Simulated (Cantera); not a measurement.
Input (Python, Cantera):

```python
import numpy as np
import cantera as ct

gas = ct.Solution("h2o2.yaml")
gas.TPX = 1375, 1900000, {'H2': 1, 'O2': 1.47, 'N2': 5.53}
reactor = ct.IdealGasConstPressureReactor(gas, energy="on", clone=False)
net = ct.ReactorNet([reactor])
net.rtol, net.atol = 1e-08, 1e-16
show = ['H2', 'O2', 'O', 'H', 'H2O', 'HO2']
times = np.geomspace(2e-06, 0.6, 12)

steps = ct.SolutionArray(gas, extra=["t"])
rows = []
print(f"{'t/s':>10s}{'T/K':>9s}{'P/Pa':>11s}" + "".join(f"{s:>11s}" for s in show))
for t in times:
    while net.time < t:
        t_next = net.step()
        steps.append(gas.state, t=t_next)
    rows.append([np.interp(t, steps.t, y) for y in (steps.T, steps.P, *steps(*show).X.T)])
    print(f"{t:10.3e}{rows[-1][0]:9.1f}{rows[-1][1]:11.4g}" + "".join(f"{x:11.3e}" for x in rows[-1][2:]))
rate = np.gradient(steps.T, steps.t)
print("integrator steps:", len(steps.t))
if steps.T.max() > steps.T[0] + 200:
    print(f"time of steepest temperature rise: {steps.t[rate.argmax()]:.4e} s")
gas.TPX = 1375, 1900000, {'H2': 1, 'O2': 1.47, 'N2': 5.53}
gas.equilibrate("HP")
print(f"equilibrium (HP): T = {gas.T:.1f} K  " + "  ".join(f"{s} {gas[s].X[0]:.3e}" for s in show))
```

Output:

```
       t/s      T/K       P/Pa         H2         O2          O          H        H2O        HO2
 2.000e-06   1378.0    1.9e+06  1.243e-01  1.832e-01  3.204e-05  7.306e-05  5.171e-04  2.726e-04
 6.294e-06   2236.7    1.9e+06  2.304e-04  1.281e-01  5.182e-04  4.223e-05  1.310e-01  1.394e-05
 1.981e-05   2242.9    1.9e+06  1.259e-04  1.284e-01  2.921e-04  1.853e-05  1.316e-01  1.126e-05
 6.234e-05   2242.9    1.9e+06  1.259e-04  1.284e-01  2.921e-04  1.852e-05  1.316e-01  1.126e-05
 1.962e-04   2242.9    1.9e+06  1.259e-04  1.284e-01  2.921e-04  1.852e-05  1.316e-01  1.126e-05
 6.175e-04   2242.9    1.9e+06  1.259e-04  1.284e-01  2.921e-04  1.852e-05  1.316e-01  1.126e-05
 1.943e-03   2242.9    1.9e+06  1.259e-04  1.284e-01  2.921e-04  1.852e-05  1.316e-01  1.126e-05
 6.116e-03   2242.9    1.9e+06  1.259e-04  1.284e-01  2.921e-04  1.852e-05  1.316e-01  1.126e-05
 1.925e-02   2242.9    1.9e+06  1.259e-04  1.284e-01  2.921e-04  1.852e-05  1.316e-01  1.126e-05
 6.058e-02   2242.9    1.9e+06  1.259e-04  1.284e-01  2.921e-04  1.852e-05  1.316e-01  1.126e-05
 1.906e-01   2242.9    1.9e+06  1.259e-04  1.284e-01  2.921e-04  1.852e-05  1.316e-01  1.126e-05
 6.000e-01   2242.9    1.9e+06  1.259e-04  1.284e-01  2.921e-04  1.852e-05  1.316e-01  1.126e-05
integrator steps: 1007
time of steepest temperature rise: 3.0488e-06 s
equilibrium (HP): T = 2242.9 K  H2 1.259e-04  O2 1.284e-01  O 2.921e-04  H 1.852e-05  H2O 1.316e-01  HO2 1.126e-05
```

Computed with Cantera and the H2/O2 subset of GRI-Mech 3.0, which has no nitrogen chemistry. The hydrogen kinetics of GRI-Mech 3.0 are dated; newer H2 mechanisms differ, most at raised pressure. The pressure lies above the range GRI-Mech 3.0 was tuned for (to about 10 atm).
